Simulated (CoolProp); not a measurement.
Properties of water along the isotherm 393.25 °C.

Model: reference Helmholtz-energy equation of state, Wagner 2002, in CoolProp.

```csv
p (bar),phase,expansivity (1/kK),Prandtl number
3.16,gas,1.525,(withheld)
7.2,gas,1.558,0.933
16.4,gas,1.637,0.944
37.3,gas,1.846,(withheld)
84.8,gas,(withheld),(withheld)
193,gas,7.418,(withheld)
439,supercritical,5.567,(withheld)
1000,supercritical,(withheld),0.753
```

### Question
Complete the blanks.

### Answer

- 3.16, Prandtl number: 0.929
- 37.3, Prandtl number: 0.974
- 84.8, expansivity (1/kK): 2.523
- 84.8, Prandtl number: 1.08
- 193, Prandtl number: 1.64
- 439, Prandtl number: 1.09
- 1000, expansivity (1/kK): 2.071

Viscosity comes from a separate model (Huber 2009). Thermal conductivity comes from a separate model (Huber 2012).
